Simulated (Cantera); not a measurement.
Thermodynamics of carbothermic reduction, feed Cu₂O + CO + CO₂

Input: 1 mol Cu₂O, 13 mol CO, 0.0056 mol CO₂, at 23.0 Pa.

Cantera equilibrium calculation (NASA polynomials, part measured and part estimated; ideal gas, pure solids and liquids). Candidate condensed phases: C, Cu, CuO, Cu₂O; 15 gas species. Equilibrium is a limit: real reactors are often held back by kinetics, nucleation or transport.

At 925 °C the condensed part is Cu(s). At 1125 °C the condensed part is Cu(l). From 1325 °C to 2325 °C nothing is condensed. The main Cu-bearing gas is Cu throughout.

| T (°C) | x CO | x Cu | x CO₂ | x O | x O₂ | x Cu₂ | x CuO | n Cu(s) | n Cu(l) |
|---|---|---|---|---|---|---|---|---|---|
| 925 | 0.923 | 5.05e-5 | 0.0773 | <1e-12 | <1e-12 | 1.40e-9 | <1e-12 | 2.00 | 0 |
| 1125 | 0.917 | 0.00564 | 0.0769 | 3.17e-10 | 2.74e-11 | 1.08e-6 | 1.09e-10 | 0 | 1.93 |
| 1325 | 0.800 | 0.133 | 0.0670 | 1.00e-7 | 1.15e-8 | 7.47e-5 | 3.75e-8 | 0 | 0 |
| 1525 | 0.800 | 0.133 | 0.0670 | 8.77e-6 | 1.24e-6 | 1.47e-5 | 2.99e-7 | 0 | 0 |
| 1725 | 0.800 | 0.133 | 0.0666 | 0.000310 | 5.09e-5 | 3.96e-6 | 1.54e-6 | 0 | 0 |
| 1925 | 0.802 | 0.132 | 0.0598 | 0.00514 | 0.000853 | 1.34e-6 | 5.26e-6 | 0 | 0 |
| 2125 | 0.809 | 0.129 | 0.0302 | 0.0293 | 0.00268 | 5.16e-7 | 7.81e-6 | 0 | 0 |
| 2325 | 0.812 | 0.126 | 0.00716 | 0.0537 | 0.00125 | 2.28e-7 | 4.57e-6 | 0 | 0 |
x: gas mole fraction; n: condensed amount in mol.
